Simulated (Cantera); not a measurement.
An isothermal, constant-pressure homogeneous reactor starts with C₂H₆ : H₂ = 1 : 85 (molar parts), at 1075 K and 0.100 bar. Integrator tolerance rtol = 1e-08.

Computed with Cantera and GRI-Mech 3.0 (53 species, 325 reactions). GRI-Mech 3.0 stops at C3 and has no aromatics, soot or wall deposition, so with more carbon than oxygen in the feed, carbon stays in small species such as C2H2 where larger ones or solid carbon would form.

What does this change do: pressure from 0.100 bar to 0.330 bar?


| quantity | before | after |
|---|---|---|
| x(C₂H₆) at 1.00 s | 0.00120 (gas-phase equilibrium 1.81e-7) | 0.00230 (gas-phase equilibrium 1.81e-7) |
| x(H₂) at 1.00 s | 0.987 (gas-phase equilibrium 0.977) | 0.987 (gas-phase equilibrium 0.977) |
| x(CH₂) at 1.00 s | <1e-12 (gas-phase equilibrium <1e-12) | <1e-12 (gas-phase equilibrium <1e-12) |
| x(C₂H₄) at 1.00 s | 0.00896 (gas-phase equilibrium 2.29e-6) | 0.00811 (gas-phase equilibrium 6.95e-7) |
| x(CH₄) at 1.00 s | 0.00241 (gas-phase equilibrium 0.0233) | 0.00205 (gas-phase equilibrium 0.0233) |
| x(C₂H₂) at 1.00 s | 0.000151 (gas-phase equilibrium 2.20e-7) | 0.000102 (gas-phase equilibrium 2.02e-8) |

What does this change do: pressure from 0.100 bar to 0.0267 bar?


| quantity | before | after |
|---|---|---|
| x(C₂H₆) at 1.00 s | 0.00120 (gas-phase equilibrium 1.81e-7) | 0.00173 (gas-phase equilibrium 1.80e-7) |
| x(H₂) at 1.00 s | 0.987 (gas-phase equilibrium 0.977) | 0.987 (gas-phase equilibrium 0.977) |
| x(CH₂) at 1.00 s | <1e-12 (gas-phase equilibrium <1e-12) | <1e-12 (gas-phase equilibrium <1e-12) |
| x(C₂H₄) at 1.00 s | 0.00896 (gas-phase equilibrium 2.29e-6) | 0.00822 (gas-phase equilibrium 8.59e-6) |
| x(CH₄) at 1.00 s | 0.00241 (gas-phase equilibrium 0.0233) | 0.00294 (gas-phase equilibrium 0.0232) |
| x(C₂H₂) at 1.00 s | 0.000151 (gas-phase equilibrium 2.20e-7) | 0.000111 (gas-phase equilibrium 3.09e-6) |
Radical loss at walls, strong at low pressure, is not modelled.
